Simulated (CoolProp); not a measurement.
Vapour-liquid equilibrium of CHF3 (R23) (1) + R134a (2) at -33.75 °C; x and y are mole fractions of (1).

Computed with CoolProp (multi-fluid Helmholtz-energy mixture model, Penoncello 2003 and Tillner-Roth 1994; pair parameters Bell 2016).

| x | bubble pressure (bar) | y at the bubble point | dew pressure at overall composition x (bar) | liquid density (mol/L) |
|---|---|---|---|---|
| 0.05 | 1.060 | … | 0.7385 | 13.90 |
| 0.2 | 2.139 | 0.719 | 0.8665 | 14.48 |
| 0.35 | 3.257 | … | … | 15.08 |
| 0.5 | … | 0.906 | 1.323 | 15.71 |
| 0.65 | 5.674 | 0.946 | 1.791 | 16.34 |
| 0.8 | 6.984 | 0.973 | 2.761 | 16.96 |
| 0.95 | 8.370 | 0.994 | … | 17.53 |

**Question.** What belongs in the gaps?

**Answer.** 
- 0.05, y at the bubble point: 0.358
- 0.35, y at the bubble point: 0.843
- 0.35, dew pressure at overall composition x (bar): 1.048
- 0.5, bubble pressure (bar): 4.432
- 0.95, dew pressure at overall composition x (bar): 5.836

No azeotrope shows between x = 0.05 and 0.95.

The pair parameters rest on a limited set of measurements; away from them the model extrapolates.
